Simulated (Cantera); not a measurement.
A perfectly stirred reactor is fed with C3H8 : H2 = 1 : 17 (molar parts), at 0.132 atm; it is held at 1050 K, and followed from long to short residence time.

Computed with Cantera and GRI-Mech 3.0 (53 species, 325 reactions). GRI-Mech 3.0 was tuned for natural gas; its chemistry of propane as a main component is partial and can be far from experiment. GRI-Mech 3.0 stops at C3 and has no aromatics, soot or wall deposition, so with more carbon than oxygen in the feed, carbon stays in small species such as C2H2 where larger ones or solid carbon would form.

One state of this run: x C3H8 = 0.0546; x H2 = 0.944; x C2H4 = 0.000868; x C2H = <1e-12; x CH2 = 6.98e-12. x: mole fraction; the columns are a selection and need not sum to one.

Q: Which value of τ (s) does it belong to?
A. 0.43
B. 0.0020
C. 0.0044
D. 0.043

A: C, 0.0044
